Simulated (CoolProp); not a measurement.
Vapour-liquid equilibrium of isobutene (1) + n-butane (2) at 2.96 bar; x and y are mole fractions of (1).

Values from CoolProp's multi-fluid Helmholtz-energy mixture model, Lemmon 2005 and Bücker 2006; pair parameters Bell 2016.

| x | bubble temperature (K) | y at the bubble point | dew temperature at overall composition x (K) | liquid density (mol/L) |
|---|---|---|---|---|
| 0.05 | 304.1 | 0.063 | 304.2 | 9.763 |
| 0.2 | 302.7 | 0.239 | 303.0 | 9.876 |
| 0.35 | 301.4 | 0.399 | 301.8 | 9.991 |
| 0.5 | 300.3 | 0.549 | 300.7 | 10.11 |
| 0.65 | 299.3 | 0.691 | 299.6 | 10.22 |
| 0.8 | 298.3 | 0.827 | 298.5 | 10.35 |
| 0.95 | 297.5 | 0.957 | 297.5 | 10.47 |

No azeotrope shows between x = 0.05 and 0.95.

The pair parameters rest on a limited set of measurements; away from them the model extrapolates.
